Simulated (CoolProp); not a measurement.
A simple Rankine cycle with water: condensing at 300.15 K, boiler at 8.84 MPa, turbine inlet 725.2 K, turbine efficiency 0.7, pump efficiency 0.6, no recuperator. Each further row changes one setting.

The numbers come from the reference Helmholtz-energy equation of state, Wagner 2002 in CoolProp.

```tsv
case	thermal efficiency (%)	net work (kJ/kg)	heat in (kJ/kg)	turbine exit temperature (K)	volume ratio over the turbine
as stated	28.9	908	3140	300.2	1030
turbine inlet 745.2 K	29.2	930	3190	300.2	1010
condensing temperature 292.15 K	29.7	943	3170	292.1	1620
boiler pressure 6.19 MPa	28.2	897	3180	300.2	718
turbine efficiency 0.6	24.7	776	3140	300.2	1090
```

The expansion ends wet for: as stated; turbine inlet 745.2 K; condensing temperature 292.15 K; boiler pressure 6.19 MPa; turbine efficiency 0.6.
